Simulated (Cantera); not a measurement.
**Equilibrium for fluorocarbon and chlorocarbon gases: CH₃Cl + Si + H₂**

Input: 1 mol CH₃Cl, a varied amount of Si, 0.59 mol H₂, equilibrated at 1848 K and 0.200 bar.

Cantera equilibrium calculation (NASA polynomials, part measured and part estimated; ideal gas, pure solids and liquids). Candidate condensed phases: C, C₆H₆, C₇H₈, C₈H₁₈, Si, SiC; 109 gas species. The tables' values for SiCl₃, SiCl are old estimates; treat these amounts as uncertain. Equilibrium is a limit: real reactors are often held back by kinetics, nucleation or transport.

At 0.028 mol Si the condensed part is C(graphite). From 0.15 mol Si to 0.79 mol Si the condensed part is C(graphite) + SiC(s). The main Si-bearing gas is SiCl₂ throughout. The share of Si in condensed phases is highest at 0.79 mol Si (94.1 %) and lowest at 0.028 mol Si (0.0 %).

```json
[
 {"n(Si) (mol)": "0.028", "log p H₂": "-0.90", "log p HCl": "-1.14", "log p SiCl₂": "-2.71", "log p SiCl₃": "-3.78", "log p H": "-3.73", "log p Cl": "-4.08", "log p C₂H₂ (acetylene)": "-4.49", "n C(graphite)": "0.999", "n SiC(s)": "0"},
 {"n(Si) (mol)": "0.15", "log p H₂": "-0.90", "log p HCl": "-1.16", "log p SiCl₂": "-2.48", "log p SiCl₃": "-3.58", "log p H": "-3.72", "log p Cl": "-4.10", "log p C₂H₂ (acetylene)": "-4.49", "n C(graphite)": "0.896", "n SiC(s)": "0.103"},
 {"n(Si) (mol)": "0.28", "log p H₂": "-0.90", "log p HCl": "-1.16", "log p SiCl₂": "-2.48", "log p SiCl₃": "-3.58", "log p H": "-3.72", "log p Cl": "-4.10", "log p C₂H₂ (acetylene)": "-4.49", "n C(graphite)": "0.766", "n SiC(s)": "0.233"},
 {"n(Si) (mol)": "0.41", "log p H₂": "-0.90", "log p HCl": "-1.16", "log p SiCl₂": "-2.48", "log p SiCl₃": "-3.58", "log p H": "-3.72", "log p Cl": "-4.10", "log p C₂H₂ (acetylene)": "-4.49", "n C(graphite)": "0.636", "n SiC(s)": "0.363"},
 {"n(Si) (mol)": "0.53", "log p H₂": "-0.90", "log p HCl": "-1.16", "log p SiCl₂": "-2.48", "log p SiCl₃": "-3.58", "log p H": "-3.72", "log p Cl": "-4.10", "log p C₂H₂ (acetylene)": "-4.49", "n C(graphite)": "0.516", "n SiC(s)": "0.483"},
 {"n(Si) (mol)": "0.66", "log p H₂": "-0.90", "log p HCl": "-1.16", "log p SiCl₂": "-2.48", "log p SiCl₃": "-3.58", "log p H": "-3.72", "log p Cl": "-4.10", "log p C₂H₂ (acetylene)": "-4.49", "n C(graphite)": "0.386", "n SiC(s)": "0.613"},
 {"n(Si) (mol)": "0.79", "log p H₂": "-0.90", "log p HCl": "-1.16", "log p SiCl₂": "-2.48", "log p SiCl₃": "-3.58", "log p H": "-3.72", "log p Cl": "-4.10", "log p C₂H₂ (acetylene)": "-4.49", "n C(graphite)": "0.256", "n SiC(s)": "0.743"}
]
```
log p: log10 of the partial pressure in bar; n: condensed amount in mol.
